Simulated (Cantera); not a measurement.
An adiabatic, constant-volume homogeneous reactor starts with 12.8 % CH4, 18.3 % O2, 68.8 % N2, equivalence ratio 1.4, at 1500 K and 390 Torr.

Computed with Cantera and GRI-Mech 3.0 (53 species, 325 reactions).

One state of this run: T (K) = 2870; P (bar) = 1.10; x CH4 = <1e-12; x O2 = 0.00441; x HO2 = 2.28e-6; x N2O = 2.73e-7; x CH2 = <1e-12; x NO2 = 5.05e-7; x NO = 0.00521. x: mole fraction; the columns are a selection and need not sum to one.

Which value of t (s) does it belong to?
A. 0.00210
B. 2.26e-5
C. 0.0431
D. 0.000464

C, 0.0431
